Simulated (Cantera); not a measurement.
A freely propagating, adiabatic, planar premixed flame of CH₄ : C₂H₆ : O₂ : N₂ = 1 : 0.038 : 2.3 : 6.68 (molar parts), unburnt at 623 K and 1.00 bar; mixture-averaged transport, grid criteria slope 0.08 and curve 0.16, no radiation.

Cantera simulation using GRI-Mech 3.0 (53 species, 325 reactions); the numbers are that mechanism's predictions, not measurements. Burning velocities carry a grid error of a few per cent, more on coarse grids.

**Question.** Predict: laminar burning velocity; thermal thickness; peak x(H₂O₂); peak x(CH₃); peak x(O).

**Answer.** laminar burning velocity: 192 cm/s
thermal thickness: 0.256 mm
peak x(H₂O₂): 1.46e-5
peak x(CH₃): 0.00421
peak x(O): 0.00816
